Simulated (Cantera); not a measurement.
Feed: 1 mol Pb, a varied amount of H2, at 0.0100 bar.

These are equilibrium values from Cantera (NASA tables, ideal gas, pure condensed phases), not measurements of a reactor. Candidate condensed phases: Pb; 4 gas species. Equilibrium is a limit: real reactors are often held back by kinetics, nucleation or transport.

Stable condensed phases, one row left out:

```
T in K \ n(H2) in mol
         0.93  3.3  5.8  8.2   11   13   15   18   20
   1623     A    A    A    A    A    A    A    A    A
   1523     A    A    A    A    A    A    A    A    A
   1423     A    A    A    A    A    A    A    A    A
   1323     B    A    A    A    A    A    A    A    A
   1123     B    B    B    B    B    B    B    B    B
   1023     B    B    B    B    B    B    B    B    B
    923     B    B    B    B    B    B    B    B    B
    823     B    B    B    B    B    B    B    B    B
    723     B    B    B    B    B    B    B    B    B
    623     B    B    B    B    B    B    B    B    B
    523     B    B    B    B    B    B    B    B    B
```

A: gas only; B: Pb.

Problem. Give the row for 1223 K.

Solution. 0.93: Pb; 3.3: Pb; 5.8: Pb; 8.2: Pb; 11: gas only; 13: gas only; 15: gas only; 18: gas only; 20: gas only.
